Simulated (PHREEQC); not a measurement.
Synthetic water in mmol/kgw, 55 °C, pH 8.12, pe -0.2:

```csv
constituent,mmol/kgw
Na,190
K,12.5
Ca,0.698
Mg,28.9
Cl,249
S(6),5.74
Alkalinity (meq/kgw),0.424
B,0.197
```

Valence states are taken as typed.

All values are PHREEQC results (ion-association model, phreeqc.dat), not measurements.

No solid was allowed to form.

Problem. Order these S species by the share of S that they hold, largest first: MgSO4, SO4-2, CaSO4, KSO4-, NaSO4-.

Solution. SO4-2 (47 %), MgSO4 (39 %), NaSO4- (13 %), KSO4- (1.5 %), CaSO4 (0.42 %)

Problem. Order these Mg species by the share of Mg that they hold, largest first: Mg+2, MgOH+, MgSO4.

Solution. Mg+2 (92 %), MgSO4 (7.7 %), MgOH+ (0.21 %)

The pH is 8.12 and the ionic strength 0.286 mol/kgw. Constants without temperature data keep their 25 °C values here.
